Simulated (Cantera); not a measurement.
A closed system holds: 1 mol CCl4, 0.068 mol HCl, 2 mol H2, at 21.0 mbar.

These are equilibrium values from Cantera (NASA tables, ideal gas, pure condensed phases), not measurements of a reactor. Candidate condensed phases: C, C6H6, C7H8, C8H18; 103 gas species. Ions and electrons are included (thermal ionisation). The tables' values for CCl are old estimates; treat these amounts as uncertain. Rates play no part.

log p: log10 of the partial pressure in bar; n: condensed amount in mol.

```csv
T (K),log p Cl,log p H,log p HCl,log p C,log p H2,log p C3,n C(graphite)
3000,-2.03,-2.21,-2.47,-4.30,-2.82,-3.51,0.548
3250,-2.01,-2.08,___,___,___,___,0
3500,-2.01,-2.04,___,___,___,___,0
3750,-2.02,-2.03,-3.87,-2.83,-4.06,-3.79,0
4000,-2.03,-2.03,-4.27,-2.70,-4.46,-4.54,0
4250,-2.03,-2.03,-4.63,-2.66,-4.82,-5.46,0
4500,-2.03,-2.03,-4.94,-2.65,-5.14,-6.34,0
4750,-2.03,-2.03,-5.23,-2.64,-5.42,-7.15,0
5000,-2.03,-2.03,-5.48,-2.64,-5.68,-7.89,0
```

What belongs in the gaps?


- 3500, log p HCl: -3.41
- 3500, log p C: -3.14
- 3500, log p H2: -3.61
- 3500, log p C3: -3.37
- 3250, log p HCl: -2.93
- 3250, log p C: -3.59
- 3250, log p H2: -3.18
- 3250, log p C3: -3.19
